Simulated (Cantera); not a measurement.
What does this Cantera script print?

```python
import numpy as np
import cantera as ct

gas_names = [...]  # 116 gases of nasa_gas.yaml made of C, H, Mg, O
cond_names = """
    C(gr) C6H6(L) C7H8(L) C8H18(L),n-octa H2O(s) H2O(L) Mg(cr) Mg(L) MgCO3(s) MgO(s) MgO(L) MgO2H2(s)
""".split()


# ... load() reads the species with a 1 bar reference pressure and builds the phases ...
atoms = {
    'MgO': {'Mg': 1, 'O': 1},
    'CH4': {'C': 1, 'H': 4},
    'CO': {'C': 1, 'O': 1},
}
top_T = {'C(gr)': 4500}  # K; cautious upper limits of use, not melting points


# ... equilibrate(T, P, feed) seeds the gas with the atoms and calls Mixture.equilibrate('TP', solver="vcs", rtol=1e-11, max_steps=5000) ...
results = []
feed = {'MgO': 1, 'CH4': 3.9, 'CO': 0.53}  # mol
P = 1000  # Pa
for T in [1598, 1648, 1698, 1748, 1798, 1848, 1898, 1948, 1998, 2048, 2098, 2148, 2198, 2248]:
    mix = equilibrate(T, P, feed)
    results.append((T, P, feed, dict(zip(mix.species_names, mix.species_moles))))

top = {s: max(r[3][s] / sum(r[3][g] for g in gas_names) for r in results) for s in gas_names}
cols = sorted((s for s in top if top[s] > 0.0001), key=lambda s: -top[s])[:7]
seen = [c for c in cond_names if any(r[3].get(c, 0) > 1e-12 for r in results)]
print("log10 of partial pressures in bar; condensed amounts in mol")
print(f"{'T/K':>10s}" + "".join(f"{s[:9]:>10s}" for s in cols + seen))
for T, P, feed, n in results:
    ng = sum(n[g] for g in gas_names)
    print(f"{T:10.4g}" + "".join(f"{np.log10(max(n[s] / ng * P / 1e5, 1e-99)):10.3f}" for s in cols)
          + "".join(f"{n.get(c, 0):10.4g}" for c in seen))
```

It prints:

```
log10 of partial pressures in bar; condensed amounts in mol
       T/K        H2        CO        Mg         H C2H2,acet       MgH     C(gr)
      1598    -2.122    -2.829    -3.015    -5.335    -6.692    -6.018     2.899
      1648    -2.122    -2.830    -3.015    -5.112    -6.472    -5.998     2.899
      1698    -2.123    -2.830    -3.015    -4.901    -6.265    -5.980     2.899
      1748    -2.123    -2.830    -3.015    -4.703    -6.070    -5.962     2.898
      1798    -2.124    -2.830    -3.015    -4.515    -5.887    -5.946     2.897
      1848    -2.124    -2.830    -3.016    -4.338    -5.714    -5.930     2.896
      1898    -2.126    -2.831    -3.016    -4.170    -5.550    -5.916     2.894
      1948    -2.127    -2.832    -3.017    -4.011    -5.396    -5.903     2.892
      1998    -2.129    -2.832    -3.018    -3.859    -5.250    -5.892     2.888
      2048    -2.132    -2.834    -3.019    -3.716    -5.112    -5.881     2.884
      2098    -2.136    -2.835    -3.020    -3.580    -4.982    -5.872     2.878
      2148    -2.141    -2.837    -3.022    -3.451    -4.859    -5.865     2.871
      2198    -2.148    -2.840    -3.025    -3.328    -4.744    -5.859     2.862
      2248    -2.156    -2.843    -3.028    -3.212    -4.635    -5.856      2.85
```

Cantera equilibrium calculation (NASA polynomials, part measured and part estimated; ideal gas, pure solids and liquids). The tables' values for MgH are old estimates; treat these amounts as uncertain.
